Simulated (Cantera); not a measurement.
Input: 1 mol (CH₃)₂SiCl₂, 0.048 mol C₃H₈, 1100 mol H₂, held at 67.0 mbar.

Method: chemical equilibrium by Gibbs-energy minimisation in Cantera with the NASA 1993 tables (ideal gas, pure condensed phases). Candidate condensed phases: C, C₆H₆, C₇H₈, C₈H₁₈, Si, SiC; 109 gas species. The feed counts by its element totals alone. Gases not in the tables: Si₂H₆ and higher silanes. The numbers say what is thermodynamically allowed, not how fast it happens.

Problem. Which condensed phases are stable at each of these points (T (K)): 1698, 1748, 1798, 1848, 1898, 1948, 1998, 2048, 2098, 2148?

Solution. 
```csv
T (K),condensed phases,Si condensed (%)
1698,C(graphite) + SiC(s),99.9
1748,C(graphite) + SiC(s),99.9
1798,C(graphite) + SiC(s),99.7
1848,C(graphite) + SiC(s),99.4
1898,C(graphite) + SiC(s),98.8
1948,SiC(s),97.3
1998,SiC(s),93.4
2048,SiC(s),84.7
2098,SiC(s),66.4
2148,SiC(s),31.0
```

From 1698 K to 1898 K the condensed part is C(graphite) + SiC(s). From 1948 K to 2148 K the condensed part is SiC(s).
